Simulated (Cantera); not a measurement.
An isothermal, constant-pressure homogeneous reactor starts with 71.9 % CH4, 28.1 % CO2, at 1475 K and 18800 Torr.

Model: GRI-Mech 3.0 (53 species, 325 reactions), integrated in Cantera. GRI-Mech 3.0 stops at C3 and has no aromatics, soot or wall deposition, so with more carbon than oxygen in the feed, carbon stays in small species such as C2H2 where larger ones or solid carbon would form. The pressure lies above the range GRI-Mech 3.0 was tuned for (to about 10 atm).

Problem. Predict: x(CH4) at 9.00 s; x(CO2) at 9.00 s; x(H2) at 9.00 s; x(CH3) at 9.00 s; x(C2H6) at 9.00 s; x(OH) at 9.00 s; x(HCO) at 9.00 s.

Solution. 
- x(CH4) at 9.00 s: 0.349 (gas-phase equilibrium 0.263)
- x(CO2) at 9.00 s: 0.0360 (gas-phase equilibrium 9.88e-5)
- x(H2) at 9.00 s: 0.225 (gas-phase equilibrium 0.373)
- x(CH3) at 9.00 s: 3.88e-5 (gas-phase equilibrium 2.27e-5)
- x(C2H6) at 9.00 s: 0.00166 (gas-phase equilibrium 0.000569)
- x(OH) at 9.00 s: 1.06e-8 (gas-phase equilibrium 2.88e-11)
- x(HCO) at 9.00 s: 1.51e-8 (gas-phase equilibrium 2.53e-8)
